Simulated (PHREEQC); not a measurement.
**Alkaline etch or developer: an equilibrium model**

Consider water at 20 °C with 0.014 mol TMAH, 0.033 mol NaAlO2 and 0.0077 mol (CH3)4NCl per kg of water. Closed to the air; pH follows from the charge balance.

Model: ion-association model, phreeqc.dat, run in PHREEQC.

Each row changes one thing in this solution. No solid was allowed to form.

| case | pH | ionic strength (mol/kgw) | Al(OH)3 (mol/kgw) | SI of Gibbsite (Al(OH)3) |
|---|---|---|---|---|
| as made | 12.22 | 0.0547 | 9.09e-9 | +1.01 |
| (CH3)4NCl left out | 12.22 | 0.0470 | 9.10e-9 | +1.01 |
| temperature from 20 to 60 °C | 11.06 | 0.0547 | 5.56e-8 | +0.45 |
| temperature from 20 to 30 °C | 11.88 | 0.0547 | 1.70e-8 | +0.86 |
| TMAH from 0.014 to 0.07 mol/kgw | 12.89 | 0.111 | 1.81e-9 | +0.32 |
| (CH3)4NCl from 0.0077 to 0.077 mol/kgw | 12.19 | 0.124 | 9.04e-9 | +1.02 |

Some of these states are supersaturated (in Gibbsite (slow to form), for instance). (CH3)4N+ isn't in the database: it is added as a free cation with an ion size of 4 Å. At this temperature some constants are extrapolated from 25 °C, and those without enthalpy data are left unchanged.
